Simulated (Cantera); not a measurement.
A perfectly stirred reactor is fed with NH3 : N2 = 1 : 0.26 (molar parts), at 20.0 Torr; it is held at 2200 K, and followed from long to short residence time.

Model: the gas-phase N/H chemistry of the illustrative SiF4/NH3 mechanism in the Surface Chemkin manual (1991), integrated in Cantera. Walls and surfaces, which speed up NH3 decomposition in real reactors, are not modelled.

**Question.** What does this change do: temperature 2200 to 1300 K?

**Answer.** 
```
quantity                  before     after
----------------------  --------  --------
x(NH3) at τ = 17.0 s     0.00149     0.793
x(N2H4) at τ = 17.0 s   7.91e-12   5.88e-9
x(N2H2) at τ = 17.0 s    2.86e-8   1.25e-7
x(NH) at τ = 17.0 s      1.51e-5   5.66e-9
x(H) at τ = 17.0 s       0.00754   2.89e-9
x(NH3) at τ = 0.240 s      0.235     0.794
x(N2H4) at τ = 0.240 s   4.57e-9  5.38e-11
x(N2H2) at τ = 0.240 s   3.97e-6   1.22e-9
x(NH) at τ = 0.240 s     4.93e-5  7.13e-11
x(H) at τ = 0.240 s     0.000819  2.64e-11
```
